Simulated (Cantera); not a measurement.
## Diamond growth

A diamond (100) surface in a fixed gas of H2 with x(CH4) = 0.022, x(H) = 0.0083, x(CH3) = 6.2e-05, 24000 Pa; coverages are run to steady state.

Detailed kinetics in Cantera: the Harris–Goodwin 1993 mechanism for the reconstructed diamond (100) surface.

| T (K) | growth (µm/h) | θ c6HH | θ c6H* | θ c6*H | θ c6** | θ c6HM |
|---|---|---|---|---|---|---|
| 950 | 6.15 | 0.639 | 0.0144 | 0.333 | 0.00669 | 0.00501 |
| 1000 | 7.83 | 0.594 | 0.0186 | 0.372 | 0.00973 | 0.00404 |
| 1050 | 9.60 | 0.550 | 0.0232 | 0.408 | 0.0136 | 0.00327 |
| 1100 | 11.2 | 0.510 | 0.0282 | 0.439 | 0.0182 | 0.00262 |
| 1150 | 12.4 | 0.473 | 0.0334 | 0.467 | 0.0238 | 0.00202 |
| 1200 | 12.3 | 0.439 | 0.0387 | 0.490 | 0.0301 | 0.00144 |
| 1250 | 10.8 | 0.409 | 0.0441 | 0.509 | 0.0371 | 0.000900 |
| 1300 | 8.55 | 0.381 | 0.0495 | 0.524 | 0.0447 | 0.000486 |
| 1350 | 6.66 | 0.356 | 0.0547 | 0.535 | 0.0528 | 0.000235 |
| 1400 | 5.61 | 0.335 | 0.0599 | 0.544 | 0.0612 | 0.000107 |
θ: site fractions in the mechanism's names (c6HH fully hydrogenated, c6H* and c6*H radical sites, c6** diradical, c6HM methylated).
